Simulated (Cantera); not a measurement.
A perfectly stirred reactor is fed with CH4 : CO : O2 : N2 = 1 : 0.044 : 1.26 : 4.75 (molar parts), equivalence ratio 1.6, at 1.01 bar; it is adiabatic with a 700 K inlet, and is followed from long to short residence time, starting on the burning branch (τ in s: 0.02, 0.011, 0.0062, 0.0034, 0.0019, 0.0011, 0.00058, 0.00032, 0.00018, 0.0001, 5.5e-05, 3.1e-05, 1.7e-05).

Cantera simulation using GRI-Mech 3.0 (53 species, 325 reactions); the numbers are that mechanism's predictions, not measurements.

One state of this run: T (K) = 2113; x CH4 = 0.000853; x CO = 0.0981; x O2 = 0.000460; x C2H2 = 0.000332; x HCO = 4.71e-7; x C2H6 = 2.51e-7. x: mole fraction; the columns are a selection and need not sum to one.

Question: Which value of τ (s) does it belong to?
(A) 0.00032
(B) 0.011
(C) 0.0019
(D) 1.7e-5

Answer: B, 0.011
